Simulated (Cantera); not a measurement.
Source: NASA polynomial tables (part measured, part estimated), evaluated in Cantera. Values are per mole of reaction as written; species without (g) are pure solids or liquids, kept so even where they would boil at 1 bar.

SiCl2(g) + 2 C → SiC2(g) + 2 Cl(g), with ΔH° = 1026.3 kJ and ΔS° = 274.4 J/K at 300 K.

Q: How far is the shortcut ΔG° ≈ ΔH°(300 K) − T·ΔS°(300 K) from the full temperature-dependent value at 2073, 2173, 2273, 2373, 2473, 2573, 2673, 2773, 2873, 2973 K?

A: 
```json
[
 {"T (K)": "2073", "shortcut (kJ)": "457.4", "full (kJ)": "436.9", "difference (kJ)": "20.5", "difference in log10 K": "-0.52"},
 {"T (K)": "2173", "shortcut (kJ)": "430.0", "full (kJ)": "408.3", "difference (kJ)": "21.7", "difference in log10 K": "-0.52"},
 {"T (K)": "2273", "shortcut (kJ)": "402.5", "full (kJ)": "379.7", "difference (kJ)": "22.8", "difference in log10 K": "-0.52"},
 {"T (K)": "2373", "shortcut (kJ)": "375.1", "full (kJ)": "351.1", "difference (kJ)": "23.9", "difference in log10 K": "-0.53"},
 {"T (K)": "2473", "shortcut (kJ)": "347.6", "full (kJ)": "322.6", "difference (kJ)": "25.1", "difference in log10 K": "-0.53"},
 {"T (K)": "2573", "shortcut (kJ)": "320.2", "full (kJ)": "294.0", "difference (kJ)": "26.1", "difference in log10 K": "-0.53"},
 {"T (K)": "2673", "shortcut (kJ)": "292.7", "full (kJ)": "265.5", "difference (kJ)": "27.2", "difference in log10 K": "-0.53"},
 {"T (K)": "2773", "shortcut (kJ)": "265.3", "full (kJ)": "237.0", "difference (kJ)": "28.3", "difference in log10 K": "-0.53"},
 {"T (K)": "2873", "shortcut (kJ)": "237.9", "full (kJ)": "208.5", "difference (kJ)": "29.3", "difference in log10 K": "-0.53"},
 {"T (K)": "2973", "shortcut (kJ)": "210.4", "full (kJ)": "180.0", "difference (kJ)": "30.4", "difference in log10 K": "-0.53"}
]
```
The shortcut ignores the heat-capacity change of the reaction.
